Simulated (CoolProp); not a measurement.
A single-stage vapour-compression cycle with R507A: evaporating at 224.15 K (dew point), condensing at 282.15 K (bubble point), superheat 5 K, subcooling 8 K, compressor efficiency 0.8, no pressure losses. Each further row changes one setting.

The numbers come from the reference Helmholtz-energy equation of state, Lemmon 2003 in CoolProp. It is a pseudo-pure fit of the blend.

```csv
case,cooling COP,pressure ratio,discharge temperature (K),refrigerating effect (kJ/kg),volumetric capacity (kJ/m³)
as stated,2.46,9.05,309.3,137,673
evaporating temperature 229.15 K,…,7.12,…,140,…
condensing temperature 277.15 K,2.79,…,…,144,706
subcooling 13 K,…,9.05,309.3,144,706
superheat 15 K,…,9.05,…,145,677
compressor efficiency 0.7,2.16,9.05,317.2,137,673
```

Q: What belongs in the gaps?

A: 
- evaporating temperature 229.15 K, cooling COP: 2.83
- evaporating temperature 229.15 K, discharge temperature (K): 306.3
- evaporating temperature 229.15 K, volumetric capacity (kJ/m³): 862
- condensing temperature 277.15 K, pressure ratio: 7.79
- condensing temperature 277.15 K, discharge temperature (K): 303.3
- subcooling 13 K, cooling COP: 2.59
- superheat 15 K, cooling COP: 2.48
- superheat 15 K, discharge temperature (K): 320.0
